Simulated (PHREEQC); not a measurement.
A PHREEQC input (ion-association model, phreeqc.dat):

```
SOLUTION 1
  temp 25
  units mg/L
  pH 6.69
  pe -0.8
  Na 0.103
  K 0.0777
  Ca 0.129
  Mg 0.0314
  Cl 0.341
  S(6) 0.159 as SO4
  Alkalinity 0.15 as HCO3 charge
  Mn(2) 0.000237
  Li 0.000127
  Si 0.000291 as SiO2
  Ba 0.0481
END
USE solution 1
EQUILIBRIUM_PHASES 1
  Gypsum 0 0
  CO2(g) -2.5 10
END
```

It stops with these messages:

```
ERROR: Alkalinity cannot be used with charge balance or solution phase boundary constraints.
ERROR: Program terminating due to input errors.
```

The fault: charge balance asked on alkalinity. The line should read `as HCO3` where the input has `as HCO3 charge`. With the mend the run ends at pH 5.24 and ionic strength 2.81e-5 mol/kgw.
